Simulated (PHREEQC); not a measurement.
Solution (25 °C): 0.035 mol/kgw HF, 0.00043 mol/kgw NaF and 2.7e-06 mol/kgw H4SiO4. Closed to the air; pH follows from the charge balance.

All values are PHREEQC results (ion-association model, phreeqc.dat), not measurements.

Each row changes one thing in this solution. This is a speciation only: nothing precipitates in the calculation.

```tsv
case	pH	ionic strength (mol/kgw)	F- (mol/kgw)	HF2- (mol/kgw)	NaF (mol/kgw)	SI of Quartz (SiO2)
as made	2.35	0.00528	0.00473	0.000538	9.99e-7	-8.37
temperature from 25 to 75 °C	[?]	0.00344	0.00301	0.000413	6.46e-7	-5.30
NaF from 0.00043 to 0.00215 mol/kgw	[?]	0.00632	0.00566	0.000655	5.89e-6	[?]
H4SiO4 from 2.7e-06 to 2.43e-06 mol/kgw	2.35	0.00528	0.00473	0.000538	9.99e-7	[?]
H4SiO4 from 2.7e-06 to 2.7e-05 mol/kgw	2.34	0.00532	0.00470	0.000532	9.92e-7	-7.36
0.0018 mol/kgw FeCl2 added	2.34	0.0107	0.00482	0.000545	9.59e-7	[?]
```

Problem. Some entries are withheld; supply them.

Solution. 
- temperature from 25 to 75 °C, pH: 2.55
- NaF from 0.00043 to 0.00215 mol/kgw, pH: 2.41
- NaF from 0.00043 to 0.00215 mol/kgw, SI of Quartz (SiO2): -8.56
- H4SiO4 from 2.7e-06 to 2.43e-06 mol/kgw, SI of Quartz (SiO2): -8.41
- 0.0018 mol/kgw FeCl2 added, SI of Quartz (SiO2): -8.40

Complexes and solids missing from the database can't appear. Away from 25 °C the constants follow the database's enthalpies or fits; those with neither stay at their 25 °C values. SiF6-2 is the database's only silicon fluoride. Fluoro complexes past AlF4- and FeF3 are missing from the database.
